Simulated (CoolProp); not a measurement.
Vapour-liquid equilibrium of R227EA (1) + isobutane (2) at 549 kPa; x and y are mole fractions of (1).

Computed with CoolProp (multi-fluid Helmholtz-energy mixture model, Lemmon 2016 and Bücker 2006; pair parameters Bell 2016).

Question: Give the bubble temperature and the first vapour's composition at x = 0.25, 0.45, 0.65. Is there an azeotrope?

Answer: x = 0.25: 26.6 °C, y = 0.424; x = 0.45: 24.4 °C, y = 0.525; x = 0.65: 24.2 °C, y = 0.615. y crosses x between x = 0.55 and 0.65: the model has an azeotrope there.

Pair parameters are fitted to limited data, so mixtures are less certain than the pure fluids.
